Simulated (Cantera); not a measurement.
# Equilibrium for abatement and gas-phase synthesis: H₂S + H₂

Input: 1 mol H₂S, 5.5 mol H₂, equilibrated at 1552 °C and 83.0 Pa.

Equilibrium computed with Cantera from the NASA thermochemical tables; the gas is ideal and each condensed phase is pure. Candidate condensed phases: S; 7 gas species. The numbers say what is thermodynamically allowed, not how fast it happens.

- x(H₂) = 0.902
- x(S₂) = 0.0586
- x(H) = 0.0145
- x(SH) = 0.0107
- x(S) = 0.00761
- x(H₂S) = 0.00626
- gas amount = 7.056 mol
- log10 activity of S(l) (absent) = -3.64
